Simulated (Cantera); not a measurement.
Feed: 1 mol Al(CH3)3, 7.4 mol O2, 750 mol N2, held at 1598 K and 1.00 bar.

Method: chemical equilibrium by Gibbs-energy minimisation in Cantera with the NASA 1993 tables (ideal gas, pure condensed phases). Candidate condensed phases: Al, AlN, Al2O3, C, C6H6, C7H8, C8H18, H2O; 148 gas species. The feed counts by its element totals alone. Rates play no part.

Base state: N2 0.988, H2O 0.00592, CO2 0.00395, O2 0.00174, NO 0.000196, OH 1.28e-5 (mole fractions); condensed: Al2O3(s).

Problem. What changes in the equilibrium state with this change: 1.5 mol CH4 added?

Solution. 
```tsv
species	before	after
N2	0.988	0.984
H2O	0.00592	0.00803
CO2	0.00395	0.00352
CO	1.84e-6	0.00238
O2	0.00174	<1e-9
H2	9.19e-7	0.00181
NO	0.000196	1.34e-7
OH	1.28e-5	3.91e-7
Al2O3(s), mol	0.500	0.500
```
